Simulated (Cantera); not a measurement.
A diamond (100) surface in a fixed gas of H2 with x(CH4) = 0.0075, x(H) = 0.001, at 1275 K, 5200 Pa; coverages are run to steady state.

Cantera simulation using the Harris–Goodwin 1993 mechanism for the reconstructed diamond (100) surface; the numbers are that mechanism's predictions, not measurements.

θ: site fractions in the mechanism's names (c6HH fully hydrogenated, c6H* and c6*H radical sites, c6** diradical, c6HM methylated).

| x(CH3) | growth (µm/h) | θ c6HH | θ c6H* | θ c6*H | θ c6** | θ c6HM |
|---|---|---|---|---|---|---|
| 1e-06 | 0.00507 | 0.434 | 0.0444 | 0.494 | 0.0275 | 3.44e-6 |
| 2.6e-06 | … | 0.434 | 0.0444 | 0.494 | 0.0275 | … |
| 7e-06 | 0.0354 | 0.434 | 0.0443 | 0.494 | 0.0275 | 2.41e-5 |
| 1.9e-05 | 0.0960 | 0.434 | 0.0443 | 0.494 | 0.0275 | 6.53e-5 |
| 4.9e-05 | 0.247 | 0.433 | 0.0443 | 0.494 | 0.0273 | 0.000168 |
| 0.00013 | 0.646 | 0.433 | 0.0443 | 0.494 | 0.0270 | 0.000444 |
| 0.00034 | … | 0.432 | 0.0442 | 0.492 | 0.0261 | … |
| 0.00091 | 4.08 | 0.430 | 0.0439 | 0.489 | 0.0239 | 0.00298 |
| 0.0024 | 9.11 | 0.426 | 0.0432 | 0.482 | 0.0197 | 0.00737 |

**Question.** Some entries are withheld; supply them.

**Answer.** 
- 2.6e-06, growth (µm/h): 0.0132
- 2.6e-06, θ c6HM: 8.94e-6
- 0.00034, growth (µm/h): 1.64
- 0.00034, θ c6HM: 0.00115
